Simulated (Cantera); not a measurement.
Cantera run:

```python
import numpy as np
import cantera as ct

gas_names = """
    Electron C C+ C- CH CH+ CH2 CH3 CH2OH CH3O CH4 CH3OH CO CO+ CO2 CO2+ COOH C2 C2+ C2- C2H CHCO,ketyl
    C2H2,acetylene C2H2,vinylidene CH2CO,ketene C2H3,vinyl CH3CO,acetyl C2H4 C2H4O,ethylen
    CH3CHO,ethanal CH3COOH (HCOOH)2 C2H5 C2H6 CH3OCH3 C2H5OH C2O C3 C3H3,propargyl C3H4,allene
    C3H4,propyne C3H4,cyclo- C3H5,allyl C3H6,propylene C3H6,cyclo- C3H6O C3H7,n-propyl C3H7,i-propyl
    C3H8 C3H8O,1propanol C3H8O,2propanol C3O2 C4 C4H2 C4H4,1,3-cyclo- C4H6,butadiene C4H6,2-butyne
    C4H6,cyclo- C4H8,1-butene C4H8,cis2-buten C4H8,tr2-butene C4H8,isobutene C4H8,cyclo- (CH3COOH)2
    C4H9,n-butyl C4H9,i-butyl C4H9,s-butyl C4H9,t-butyl C4H10,isobutane C4H10,n-butane C5 C5H6,1,3cyclo-
    C5H8,cyclo- C5H10,1-pentene C5H10,cyclo- C5H11,pentyl C5H11,t-pentyl C5H12,n-pentane C5H12,i-pentane
    CH3C(CH3)2CH3 C6H2 C6H5,phenyl C6H5O,phenoxy C6H6 C6H5OH,phenol C6H10,cyclo- C6H12,1-hexene
    C6H12,cyclo- C6H13,n-hexyl C7H7,benzyl C7H8 C7H8O,cresol C7H14,1-heptene C7H15,n-heptyl
    C7H16,n-heptane C8H8,styrene C8H10,ethylbenz C8H16,1-octene C8H17,n-octyl C8H18,isooctane
    C8H18,n-octane C9H19,n-nonyl C10H8,naphthale C10H21,n-decyl C12H9,o-bipheny C12H10,bipheny H H+ H-
    HCO HCO+ HO2 H2 H2+ H2- HCHO,formaldehy HCOOH H2O H2O+ H2O2 H3O+ O O+ O- OH OH+ OH- O2 O2+ O2- O3
""".split()
cond_names = """
    C(gr) C6H6(L) C7H8(L) C8H18(L),n-octa H2O(s) H2O(L)
""".split()


def load(file, names, dense=False):
    # The tables refer to 1 bar. Condensed volumes are neglected.
    table = {s.name: s for s in ct.Species.list_from_file(file)}
    out = []
    for n in names:
        d = dict(table[n].input_data)
        d["thermo"] = dict(d["thermo"], **{"reference-pressure": 1e5})
        if dense:
            d["equation-of-state"] = {"model": "constant-volume", "density": "1e6 g/cm^3"}
        out.append(ct.Species.from_dict(d))
    return out


gas = ct.Solution(thermo="ideal-gas", species=load("nasa_gas.yaml", gas_names))
cond = {s.name: ct.Solution(thermo="fixed-stoichiometry", species=[s], name=s.name)
        for s in load("nasa_condensed.yaml", cond_names, dense=True)}
atoms = {
    'C3H8': {'C': 3, 'H': 8},
    'CO2': {'C': 1, 'O': 2},
    'O2': {'O': 2},
}
top_T = {'C(gr)': 4500}  # K; cautious upper limits of use, not melting points


def equilibrate(T, P, feed):
    n = {}
    for name, mol in feed.items():
        for a, k in atoms[name].items():
            n[a] = n.get(a, 0.0) + k * mol
    gas.TPX = T, P, n
    mass = sum(n.values()) * gas.mean_molecular_weight
    gas.equilibrate("TP")
    valid = [c for c in cond.values() if c.min_temp <= T <= top_T.get(c.name, c.max_temp)]
    mix = ct.Mixture([(gas, mass / gas.mean_molecular_weight)] + [(c, 0.0) for c in valid])
    mix.T, mix.P = T, P
    mix.equilibrate("TP", solver="vcs", rtol=1e-11, max_steps=5000)
    return mix


results = []
feed = {'C3H8': 1, 'CO2': 0.09, 'O2': 0.0082}  # mol
P = 10000  # Pa
for T in [2000, 2250, 2500, 2750, 3000, 3250, 3500, 3750, 4000, 4250, 4500, 4750, 5000]:
    mix = equilibrate(T, P, feed)
    results.append((T, P, feed, dict(zip(mix.species_names, mix.species_moles))))

top = {s: max(r[3][s] / sum(r[3][g] for g in gas_names) for r in results) for s in gas_names}
cols = sorted((s for s in top if top[s] > 1e-05), key=lambda s: -top[s])[:9]
seen = [c for c in cond_names if any(r[3].get(c, 0) > 1e-12 for r in results)]
print("log10 of partial pressures in bar; condensed amounts in mol")
print(f"{'T/K':>10s}" + "".join(f"{s[:9]:>10s}" for s in cols + seen))
for T, P, feed, n in results:
    ng = sum(n[g] for g in gas_names)
    print(f"{T:10.4g}" + "".join(f"{np.log10(max(n[s] / ng * P / 1e5, 1e-99)):10.3f}" for s in cols)
          + "".join(f"{n.get(c, 0):10.4g}" for c in seen))
```

It prints:

```
log10 of partial pressures in bar; condensed amounts in mol
       T/K        H2         H         C        C3        CO C2H2,acet        C2       C2H        C5     C(gr)
      2000    -1.023    -3.301   -10.517   -10.557    -2.331    -4.138   -11.630    -8.143   -14.261     2.887
      2250    -1.032    -2.645    -8.439    -8.187    -2.335    -3.508    -9.242    -6.522   -11.238     2.867
      2500    -1.060    -2.130    -6.779    -6.304    -2.346    -3.026    -7.339    -5.239    -8.830      2.81
      2750    -1.126    -1.728    -5.423    -4.773    -2.373    -2.677    -5.787    -4.214    -6.869     2.685
      3000    -1.260    -1.432    -4.295    -3.506    -2.422    -2.467    -4.499    -3.403    -5.243     2.421
      3250    -1.515    -1.251    -3.342    -2.441    -2.507    -2.431    -3.413    -2.789    -3.875     1.353
      3500    -1.864    -1.161    -2.716    -2.100    -2.606    -2.910    -2.862    -2.708    -3.651         0
      3750    -2.234    -1.116    -2.300    -2.188    -2.656    -3.645    -2.640    -2.926    -4.095         0
      4000    -2.627    -1.111    -1.979    -2.394    -2.692    -4.443    -2.532    -3.237    -4.696         0
      4250    -3.007    -1.123    -1.764    -2.782    -2.720    -5.315    -2.573    -3.665    -5.569         0
      4500    -3.346    -1.134    -1.655    -3.372    -2.738    -6.255    -2.774    -4.211    -6.755         0
      4750    -3.640    -1.139    -1.613    -4.065    -2.747    -7.195    -3.064    -4.804    -8.090         0
      5000    -3.898    -1.141    -1.597    -4.755    -2.751    -8.079    -3.369    -5.379    -9.404         0
```

Method: chemical equilibrium by Gibbs-energy minimisation in Cantera with the NASA 1993 tables (ideal gas, pure condensed phases).
